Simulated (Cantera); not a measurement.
Input (Python, Cantera):

```python
import numpy as np
import cantera as ct

gas = ct.Solution("gri30.yaml")


def delay(T, t_max=10):
    gas.TPX = T, 101325, {'CH4': 1, 'CO': 0.39, 'O2': 1.46, 'N2': 5.5}
    reactor = ct.IdealGasConstPressureReactor(gas, clone=False)
    net = ct.ReactorNet([reactor])
    net.rtol, net.atol = 1e-8, 1e-16
    while net.time < t_max:
        t_old, T_old = net.time, reactor.T
        net.step()
        if reactor.T > T + 400:  # ignition: a rise of 400 K
            return t_old + (T + 400 - T_old) / (reactor.T - T_old) * (net.time - t_old)
    return np.nan


taus = []
for T in [1050, 1125, 1200, 1275, 1350, 1425, 1500, 1575, 1650, 1725]:
    taus.append(delay(T))
    print(f"T0 = {T:6g} K   tau = {taus[-1]:.4e} s")
```

Result:

```
T0 =   1050 K   tau = 9.7437e-01 s
T0 =   1125 K   tau = 2.5829e-01 s
T0 =   1200 K   tau = 7.6814e-02 s
T0 =   1275 K   tau = 2.5161e-02 s
T0 =   1350 K   tau = 8.9725e-03 s
T0 =   1425 K   tau = 3.4782e-03 s
T0 =   1500 K   tau = 1.4750e-03 s
T0 =   1575 K   tau = 6.8860e-04 s
T0 =   1650 K   tau = 3.5337e-04 s
T0 =   1725 K   tau = 1.9734e-04 s
```

Cantera simulation using GRI-Mech 3.0 (53 species, 325 reactions); the numbers are that mechanism's predictions, not measurements.
